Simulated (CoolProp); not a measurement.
A simple Rankine cycle with cis-2-butene: condensing at 301.15 K, boiler at 1.41 MPa, turbine inlet 522.8 K, turbine efficiency 0.8, pump efficiency 0.7, no recuperator. Each further row changes one setting.

Values from CoolProp's reference Helmholtz-energy equation of state, Lemmon 2005. It is a short technical equation, of lower accuracy than the large ones.

| case | thermal efficiency (%) | net work (kJ/kg) | heat in (kJ/kg) | turbine exit temperature (K) | volume ratio over the turbine |
|---|---|---|---|---|---|
| as stated | 12.3 | 97.6 | 796 | 470.6 | 5.69 |
| condensing temperature 293.15 K | 13.7 | 111 | 814 | 463.7 | 7.29 |
| boiler pressure 0.987 MPa | 10.0 | 80.5 | 803 | 481.7 | 3.99 |
| turbine efficiency 0.7 | 10.7 | 85.1 | 796 | 476.5 | 5.76 |
